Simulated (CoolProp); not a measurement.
Computed with CoolProp (reference Helmholtz-energy equation of state, Leachman 2009).

For normal hydrogen, give the phase and the density (kg/m³), isothermal compressibility (1/MPa) at 36.1 K and 1.94 MPa.


- 36.1 K and 1.94 MPa: supercritical; density 34.4, isothermal compressibility 1.14
